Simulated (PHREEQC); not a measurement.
Dissolve 0.0026 mol BaCl2, 1.2e-05 mol CO2 and 0.011 mol NaCl per kg of water at 25 °C. Closed to the air; pH follows from the charge balance.

Computed with PHREEQC (ion-association model, wateq4f.dat).

```
quantity                   before    after
------------------------  -------  -------
CO2 (mol/kgw)             9.64e-6  4.45e-6
HCO3- (mol/kgw)           2.32e-6  1.53e-6
NaHCO3 (mol/kgw)          1.10e-8  3.89e-9
SI of Halite (NaCl)         -5.45    -6.02
SI of Nahcolite (NaHCO3)    -7.16    -7.61
```

Task: What was changed between the two runs?
A. BaCl2 replaced by HCl at the same molality
B. CO2 from 1.2e-05 to 1.08e-05 mol/kgw
C. temperature from 25 to 5 °C
D. BaCl2 left out
E. diluted 2-fold with water

Result: E, diluted 2-fold with water

No solid was allowed to form.
